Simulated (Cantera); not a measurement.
A diamond (100) surface in a fixed gas of H2 with x(CH4) = 0.0032, x(H) = 0.033, x(CH3) = 0.00015, 0.276 atm; coverages are run to steady state.

Model: the Harris–Goodwin 1993 mechanism for the reconstructed diamond (100) surface, integrated in Cantera.

One state of this run: growth (µm/h) = 20.0; θ c6HH = 0.617; θ c6H* = 0.0180; θ c6*H = 0.353; θ c6** = 0.00839; θ c6HM = 0.00278. θ: site fractions in the mechanism's names (c6HH fully hydrogenated, c6H* and c6*H radical sites, c6** diradical, c6HM methylated).

Q: Which value of T (K) does it belong to?
(A) 900
(B) 975
(C) 1350
(D) 1125

A: B, 975
